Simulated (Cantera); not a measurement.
A perfectly stirred reactor is fed with 7.18 % CH4, 1.01 % CO, 19.3 % O2, 72.5 % N2, at 5.23 atm; it is adiabatic with a 650 K inlet, and is followed from long to short residence time, starting on the burning branch (τ in s: 0.13, 0.056, 0.025, 0.011, 0.0049, 0.0022, 0.00096, 0.00043, 0.00019, 8.5e-05, 3.8e-05, 1.7e-05, 7.4e-06).

Model: GRI-Mech 3.0 (53 species, 325 reactions), integrated in Cantera.

### Question
Predict: blow-out, bracketed by the residence times tried; x(CH4) at τ = 0.130 s; x(CO) at τ = 0.130 s; x(O2) at τ = 0.130 s; x(H) at τ = 0.130 s; x(OH) at τ = 0.130 s; x(CH4) at τ = 0.960 ms; x(CO) at τ = 0.960 ms; x(O2) at τ = 0.960 ms; x(H) at τ = 0.960 ms; x(OH) at τ = 0.960 ms.

### Answer
* **blow-out, bracketed by the residence times tried**: burning at 38.0 µs, out at 17.0 µs
* **x(CH4) at τ = 0.130 s**: 6.08e-7
* **x(CO) at τ = 0.130 s**: 0.00119
* **x(O2) at τ = 0.130 s**: 0.0430
* **x(H) at τ = 0.130 s**: 5.47e-5
* **x(OH) at τ = 0.130 s**: 0.00285
* **x(CH4) at τ = 0.960 ms**: 4.66e-5
* **x(CO) at τ = 0.960 ms**: 0.00416
* **x(O2) at τ = 0.960 ms**: 0.0458
* **x(H) at τ = 0.960 ms**: 0.000245
* **x(OH) at τ = 0.960 ms**: 0.00435
